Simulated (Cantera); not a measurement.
**Thermodynamics of metals in furnace atmospheres, feed Al + CO + N2**

Charge: 1 mol Al, 2.7 mol CO, 290 mol N2, equilibrated at 1273.15 K.

Cantera equilibrium calculation (NASA polynomials, part measured and part estimated; ideal gas, pure solids and liquids). Candidate condensed phases: Al, AlN, Al2O3, C; 32 gas species. Mutual solubility and eutectic melting of coexisting phases are not modelled. Kinetics and transport are ignored.

From 0.0750 Torr to 5.03 Torr the condensed part is AlN(s). At 20.3 Torr the condensed part is AlN(s) + Al2O3(s) + C(graphite). From 82.5 Torr to 22500 Torr the condensed part is Al2O3(s) + C(graphite).

```tsv
P (Pa)	log p N2	log p CO	log p CO2	log p Al	n AlN(s)	n Al2O3(s)	n C(graphite)
10	-4.00	-6.03	-14.15	-12.17	1.000	0	0
41	-3.39	-5.42	-12.99	-12.47	1.00	0	0
160	-2.80	-4.83	-11.80	-12.77	1.00	0	0
670	-2.18	-4.21	-10.56	-13.08	1.00	0	0
2700	-1.57	-3.79	-9.73	-13.38	0.366	0.317	0.951
11000	-0.96	-3.34	-8.83	<-12	0	0.500	1.50
45000	-0.35	-2.73	-7.61	<-12	0	0.500	1.50
180000	0.25	-2.13	-6.40	<-11	0	0.500	1.50
740000	0.87	-1.52	-5.18	<-11	0	0.500	1.50
3000000	1.48	-0.91	-3.96	<-10	0	0.500	1.50
```
log p: log10 of the partial pressure in bar; n: condensed amount in mol.
